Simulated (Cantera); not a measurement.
A perfectly stirred reactor is fed with CH₄ : N₂ = 1 : 1.8 (molar parts), at 1.00 atm; it is held at 1750 K, and followed from long to short residence time.

Detailed kinetics in Cantera: GRI-Mech 3.0 (53 species, 325 reactions). GRI-Mech 3.0 stops at C3 and has no aromatics, soot or wall deposition, so with more carbon than oxygen in the feed, carbon stays in small species such as C2H2 where larger ones or solid carbon would form.

x: mole fraction; the columns are a selection and need not sum to one.

```
τ (s)    x CH₄    x HCN   x H₂    x C₂H₆    x C₂H
------  ------  -------  -----  --------  -------
1.3     0.0174  2.58e-6  0.374   4.00e-6  3.18e-7
0.64    0.0237  1.65e-6  0.367   7.03e-6  3.09e-7
0.33    0.0325  1.11e-6  0.358   1.26e-5  2.96e-7
0.16    0.0462  7.19e-7  0.342   2.45e-5  2.78e-7
0.083   0.0635  4.79e-7  0.323   4.52e-5  2.58e-7
0.042   0.0875  3.06e-7  0.296   8.44e-5  2.32e-7
0.021    0.119  1.86e-7  0.261  0.000155  2.01e-7
0.011      ___      ___    ___       ___      ___
0.0054     ___      ___    ___       ___      ___
0.0027   0.239  2.91e-8  0.125  0.000701  9.25e-8
```

Problem. Fill in the missing entries.

Solution. 
- 0.011, x CH₄: 0.154
- 0.011, x HCN: 1.11e-7
- 0.011, x H₂: 0.221
- 0.011, x C₂H₆: 0.000264
- 0.011, x C₂H: 1.69e-7
- 0.0054, x CH₄: 0.197
- 0.0054, x HCN: 5.91e-8
- 0.0054, x H₂: 0.173
- 0.0054, x C₂H₆: 0.000449
- 0.0054, x C₂H: 1.31e-7
